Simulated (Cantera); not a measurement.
Input: 1 mol Fe2O3, 0.021 mol HCl, 3.8 mol N2, at 898.15 K and 10.0 mbar.

Cantera equilibrium calculation (NASA polynomials, part measured and part estimated; ideal gas, pure solids and liquids). Candidate condensed phases: Fe, FeCl2, FeCl3, FeO, Fe(OH)2, Fe(OH)3, Fe2O3, Fe3O4, H2O, NH4Cl; 37 gas species. Condensed phases not in the tables: FeOCl. Equilibrium is a limit: real reactors are often held back by kinetics, nucleation or transport.

Base state: N2 0.995, HCl 0.00538, H2O 5.68e-5, FeCl2 2.65e-5, Cl2 1.18e-5, FeCl3 1.15e-5 (mole fractions); condensed: Fe2O3(s).

Q: What changes in the equilibrium state with this change: HCl from 0.021 to 0.76 mol?

A: 
| species | before | after |
|---|---|---|
| N2 | 0.995 | 0.834 |
| HCl | 0.00538 | 0.162 |
| H2O | 5.68e-5 | 0.00246 |
| FeCl3 | 1.15e-5 | 0.00110 |
| Cl2 | 1.18e-5 | 0.000262 |
| FeCl2 | 2.65e-5 | 0.000536 |
| Cl | 2.46e-6 | 1.16e-5 |
| Fe2O3(s), mol | 1.000 | 0.996 |
